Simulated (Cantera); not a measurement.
**Cu + F2 + N2 (aluminium and copper etching)**

Charge: 1 mol Cu, 1 mol F2, a varied amount of N2, at 0.100 bar.

Equilibrium computed with Cantera from the NASA thermochemical tables; the gas is ideal and each condensed phase is pure. Candidate condensed phases: Cu, CuF2; 11 gas species. The numbers say what is thermodynamically allowed, not how fast it happens.

Question: Map the stable condensed phases over T = 1023, 1073, 1123, 1173, 1223, 1273, 1323, 1373, 1423, 1473, 1523 K and n(N2) in mol = 1.8, 2.3, 3, 3.9, 5.1, 6.7, 8.8, 11, 15, 20, 26, 34, 44.

Answer: 
```
T in K \ n(N2) in mol
         1.8 2.3   3 3.9 5.1 6.7 8.8  11  15  20  26  34  44
   1523    A   A   A   A   A   A   A   A   A   A   A   A   A
   1473    B   A   A   A   A   A   A   A   A   A   A   A   A
   1423    B   B   B   A   A   A   A   A   A   A   A   A   A
   1373    B   B   B   B   B   B   A   A   A   A   A   A   A
   1323    B   B   B   B   B   B   B   B   A   A   A   A   A
   1273    B   B   B   B   B   B   B   B   B   B   B   A   A
   1223    B   B   B   B   B   B   B   B   B   B   B   B   B
   1173    B   B   B   B   B   B   B   B   B   B   B   B   B
   1123    B   B   B   B   B   B   B   B   B   B   B   B   B
   1073    B   B   B   B   B   B   B   B   B   B   B   B   B
   1023    B   B   B   B   B   B   B   B   B   B   B   B   B
```
A: gas only; B: CuF2.
